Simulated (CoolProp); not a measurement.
n-perfluorobutane along the isotherm 450 K: fugacity coefficient from the reference equation and from simpler models built on Tc = 386.3 K, pc = 2.322 MPa, ω = 0.372; each cubic takes its own stable root.

Computed with CoolProp (reference Helmholtz-energy equation of state, Gao 2022).

```tsv
p (MPa)	phase	reference
0.0968	gas	0.9924
0.194	gas	0.9847
0.29	gas	0.9772
0.387	gas	0.9695
0.484	gas	0.9620
0.581	gas	0.9544
0.677	gas	0.9469
0.774	gas	0.9394
0.871	gas	0.9319
0.968	gas	0.9244
1.06	gas	0.9173
1.16	gas	0.9096
```

### Question
How far does each simpler model (van der Waals, Redlich-Kwong, Soave-Redlich-Kwong, Peng-Robinson) lie from the reference over these 12 states: mean and median of the absolute difference, and the worst?

### Answer
- van der Waals: mean 0.6 %, median 0.6 %, worst -1.1 % at 450 K and 1.16 MPa
- Redlich-Kwong: mean 0.9 %, median 0.9 %, worst -1.6 % at 450 K and 1.16 MPa
- Soave-Redlich-Kwong: mean 0.1 %, median 0.2 %, worst -0.2 % at 450 K and 1.16 MPa
- Peng-Robinson: mean 1.0 %, median 1.0 %, worst -1.7 % at 450 K and 1.16 MPa
